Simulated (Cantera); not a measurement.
Mg(OH)2 + CO2 (calcination and drying)

A closed system holds: 1 mol Mg(OH)2, 0.21 mol CO2, at 0.0100 bar.

These are equilibrium values from Cantera (NASA tables, ideal gas, pure condensed phases), not measurements of a reactor. Candidate condensed phases: C, C6H6, C7H8, C8H18, H2O, Mg, MgCO3, MgO, Mg(OH)2; 116 gas species. Rates play no part.

```
T (°C)  log p H2O  log p CO2  log p H2  log p O2  log p CO  log p OH  log p H  log p O  n MgO(s)
------  ---------  ---------  --------  --------  --------  --------  -------  -------  --------
1202        -2.08      -2.76     -5.25     -5.40     -5.54     -5.93    -7.51    -8.24      1.00
1227        -2.08      -2.76     -5.16     -5.30     -5.42     -5.80    -7.33    -8.04      1.00
1252        -2.08      -2.76     -5.06     -5.20     -5.31     -5.69    -7.16    -7.85      1.00
1277        -2.08      -2.76     -4.97     -5.11     -5.20     -5.57    -6.99    -7.66      1.00
1302        -2.08      -2.76     -4.88     -5.02     -5.10     -5.46    -6.82    -7.48     1.000
1327        -2.08      -2.76     -4.80     -4.93     -5.00     -5.36    -6.66    -7.30     1.000
1352        -2.08      -2.76     -4.72     -4.84     -4.90     -5.25    -6.51    -7.13     1.000
1377        -2.09      -2.77     -4.64     -4.76     -4.81     -5.15    -6.36    -6.96     1.000
1402        -2.09      -2.77     -4.56     -4.67     -4.72     -5.06    -6.22    -6.80     1.000
1427        -2.09      -2.77     -4.49     -4.60     -4.63     -4.96    -6.07    -6.65     1.000
1452        -2.09      -2.77     -4.41     -4.52     -4.55     -4.87    -5.94    -6.50     1.000
1477        -2.09      -2.77     -4.34     -4.45     -4.47     -4.78    -5.80    -6.35     1.000
1502        -2.09      -2.77     -4.27     -4.37     -4.39     -4.70    -5.68    -6.21     1.000
```
log p: log10 of the partial pressure in bar; n: condensed amount in mol.

From 1202 °C to 1502 °C the condensed part is MgO(s). The main Mg-bearing gas is Mg(OH)2 throughout.
